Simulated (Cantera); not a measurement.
Charge: 1 mol Si, 2.4 mol H2O, 1.5 mol CO, at 1098 K and 10.0 mbar.

Cantera equilibrium calculation (NASA polynomials, part measured and part estimated; ideal gas, pure solids and liquids). Candidate condensed phases: C, C6H6, C7H8, C8H18, H2O, Si, SiC, SiO2; 123 gas species. Equilibrium is a limit: real reactors are often held back by kinetics, nucleation or transport.

Base state: H2 0.552, CO 0.345, H2O 0.0633, CO2 0.0393 (mole fractions); condensed: SiO2(β-quartz).

What changes in the equilibrium state with this change: Si replaced by Fe?


```json
[
 {"species": "H2", "before": "0.552", "after": "0.394"},
 {"species": "CO", "before": "0.345", "after": "0.247"},
 {"species": "H2O", "before": "0.0633", "after": "0.221"},
 {"species": "CO2", "before": "0.0393", "after": "0.138"},
 {"species": "SiO2(β-quartz), mol", "before": "1.00", "after": "0"},
 {"species": "FeO(s), mol", "before": "0", "after": "1.00"}
]
```
The tables' stoichiometric FeO is somewhat more stable than real wüstite, so its field is too wide. FeO: taken at fixed stoichiometry. Further candidate phases: Fe, Fe(CO)5, FeO, Fe(OH)2, Fe(OH)3, Fe2O3, Fe3O4.
